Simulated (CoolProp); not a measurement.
Properties of 1-butene along the isotherm 76.05 °C (Tc = 146.1 °C, pc = 4.006 MPa, ω = 0.192).

Model: reference Helmholtz-energy equation of state, Lemmon 2005, in CoolProp. It is a short technical equation, of lower accuracy than the large ones.

```
p (MPa)   phase  density (kg/m³)  cp (kJ/(kg K))  isothermal compressibility (1/MPa)
-------  ------  ---------------  --------------  ----------------------------------
0.0317      gas           0.6157           1.723                               31.70
0.0563      gas            1.098           1.728                               17.92
0.1         gas            1.964           1.737                               10.16
0.178       gas            3.541           1.754                               5.788
0.317       gas            6.462           1.788                               3.336
0.563       gas            12.04           1.859                               1.985
1           gas            23.78           2.064                               1.289
1.78     liquid            519.0           2.647                            0.007687
3.17     liquid            524.2           2.605                            0.006878
5.63     liquid            532.4           2.549                            0.005830
10       liquid            544.6           2.481                            0.004636
```
